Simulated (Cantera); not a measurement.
Pb + O2 + N2 (iron carbonyl, mercury and lead vapours)

Charge: 1 mol Pb, 0.3 mol O2, 0.31 mol N2, equilibrated at 0.0100 bar.

Method: chemical equilibrium by Gibbs-energy minimisation in Cantera with the NASA 1993 tables (ideal gas, pure condensed phases). Candidate condensed phases: Pb, PbO, PbO2, Pb3O4; 12 gas species. Each liquid is taken as pure. Mutual solubility and eutectic melting of coexisting phases are not modelled. Gases not in the tables: (PbO)n polymers. Equilibrium is a limit: real reactors are often held back by kinetics, nucleation or transport.

From 177 °C to 277 °C the condensed part is Pb(s) + PbO(red). From 377 °C to 477 °C the condensed part is Pb(l) + PbO(red). From 577 °C to 877 °C the condensed part is Pb(l) + PbO(yellow). From 977 °C to 1077 °C the condensed part is Pb(l) + PbO(l). From 1177 °C to 1277 °C nothing is condensed.

```csv
T (°C),x N2,x Pb,x PbO,x O2,x NO,n Pb(s),n PbO(red),n Pb(l),n PbO(yellow),n PbO(l)
177,1.00,<1e-12,<1e-12,<1e-12,<1e-12,0.400,0.600,0,0,0
277,1.00,1.53e-11,<1e-12,<1e-12,<1e-12,0.400,0.600,0,0,0
377,1.00,9.36e-9,<1e-12,<1e-12,<1e-12,0,0.600,0.400,0,0
477,1.000,9.48e-7,4.19e-10,<1e-12,<1e-12,0,0.600,0.400,0,0
577,1.000,3.18e-5,8.33e-8,<1e-12,<1e-12,0,0,0.400,0.600,0
677,0.999,0.000503,5.28e-6,2.23e-12,6.43e-11,0,0,0.400,0.600,0
777,0.995,0.00465,0.000148,4.26e-10,2.67e-9,0,0,0.399,0.600,0
877,0.969,0.0290,0.00228,3.19e-8,5.68e-8,0,0,0.391,0.599,0
977,0.848,0.134,0.0183,7.95e-7,5.70e-7,0,0,0.351,0,0.593
1077,0.407,0.489,0.104,1.16e-5,2.89e-6,0,0,0.0272,0,0.521
1177,0.236,0.310,0.452,0.00258,5.77e-5,0,0,0,0,0
1277,0.234,0.320,0.436,0.00874,0.000173,0,0,0,0,0
```
x: gas mole fraction; n: condensed amount in mol.
